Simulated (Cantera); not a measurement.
A Cantera script and its output.

```python
import numpy as np
import cantera as ct

gas = ct.Solution("gri30.yaml")
gas.TPX = 1773, 30000, {'CH4': 1, 'N2': 4}
reactor = ct.IdealGasConstPressureReactor(gas, energy="off", clone=False)
net = ct.ReactorNet([reactor])
net.rtol, net.atol = 1e-08, 1e-18
show = ['CH4', 'CH2', 'CH3', 'C2H2', 'C2H', 'HCN']
times = np.geomspace(4e-06, 2, 13)

steps = ct.SolutionArray(gas, extra=["t"])
rows = []
print(f"{'t/s':>10s}{'T/K':>9s}{'P/Pa':>11s}" + "".join(f"{s:>11s}" for s in show))
for t in times:
    while net.time < t:
        t_next = net.step()
        steps.append(gas.state, t=t_next)
    rows.append([np.interp(t, steps.t, y) for y in (steps.T, steps.P, *steps(*show).X.T)])
    print(f"{t:10.3e}{rows[-1][0]:9.1f}{rows[-1][1]:11.4g}" + "".join(f"{x:11.3e}" for x in rows[-1][2:]))
rate = np.gradient(steps.T, steps.t)
print("integrator steps:", len(steps.t))
if steps.T.max() > steps.T[0] + 200:
    print(f"time of steepest temperature rise: {steps.t[rate.argmax()]:.4e} s")
gas.TPX = 1773, 30000, {'CH4': 1, 'N2': 4}
gas.equilibrate("TP")
print(f"equilibrium (TP): T = {gas.T:.1f} K  " + "  ".join(f"{s} {gas[s].X[0]:.3e}" for s in show))
```

Result:

```
       t/s      T/K       P/Pa        CH4        CH2        CH3       C2H2        C2H        HCN
 4.000e-06   1773.0      3e+04  2.000e-01  1.198e-10  1.720e-05  4.332e-14  1.261e-20  2.178e-15
 1.194e-05   1773.0      3e+04  1.999e-01  9.595e-10  5.330e-05  7.577e-12  7.009e-18  2.192e-14
 3.564e-05   1773.0      3e+04  1.998e-01  7.552e-09  1.605e-04  9.043e-10  2.646e-15  2.426e-13
 1.064e-04   1773.0      3e+04  1.994e-01  5.929e-08  4.700e-04  8.867e-08  7.938e-13  3.699e-12
 3.175e-04   1773.0      3e+04  1.979e-01  3.896e-07  1.263e-03  8.332e-06  1.505e-10  6.838e-11
 9.476e-04   1773.0      3e+04  1.861e-01  1.601e-06  2.650e-03  6.968e-04  8.983e-09  2.990e-09
 2.828e-03   1773.0      3e+04  1.348e-01  1.783e-06  2.381e-03  1.750e-02  1.419e-07  6.924e-08
 8.442e-03   1773.0      3e+04  7.654e-02  1.004e-06  1.292e-03  4.890e-02  3.328e-07  3.089e-07
 2.520e-02   1773.0      3e+04  3.309e-02  5.395e-07  5.994e-04  6.883e-02  4.881e-07  8.483e-07
 7.521e-02   1773.0      3e+04  1.110e-02  2.295e-07  2.203e-04  7.842e-02  6.031e-07  1.710e-06
 2.245e-01   1773.0      3e+04  3.461e-03  8.088e-08  7.210e-05  8.169e-02  6.573e-07  2.685e-06
 6.701e-01   1773.0      3e+04  1.245e-03  3.019e-08  2.629e-05  8.263e-02  6.735e-07  3.704e-06
 2.000e+00   1773.0      3e+04  7.772e-04  1.899e-08  1.646e-05  8.283e-02  6.765e-07  5.209e-06
integrator steps: 1472
equilibrium (TP): T = 1773.0 K  CH4 5.082e-04  CH2 1.240e-08  CH3 1.075e-05  C2H2 3.709e-02  C2H 3.027e-07  HCN 9.189e-02
```

Computed with Cantera and GRI-Mech 3.0 (53 species, 325 reactions). GRI-Mech 3.0 stops at C3 and has no aromatics, soot or wall deposition, so with more carbon than oxygen in the feed, carbon stays in small species such as C2H2 where larger ones or solid carbon would form.
